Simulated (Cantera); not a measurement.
Gas mixture: N2O = 0.88 (molar parts), at 5780 Torr, frozen composition.

Cantera's kinetic-theory transport with the Lennard-Jones parameters of GRI-Mech 3.0, ideal gas; thermal conductivity in the multicomponent form. The composition is frozen, though it would react at the higher temperatures.

One state of this run: ρ (kg/m³) = 2.47; cp (J/kg/K) = 1359; μ (µPa s) = 56.4; λ (mW/m/K) = 104; Pr = 0.734; D (cm²/s) H2 = 1.53; D (cm²/s) NO = 0.383; D (cm²/s) H = 2.53. D: mixture-averaged diffusion coefficient of that species in the mixture.

Problem. Which value of T (K) does it belong to?
A. 1650
B. 1900
C. 400
D. 900

Solution. A, 1650
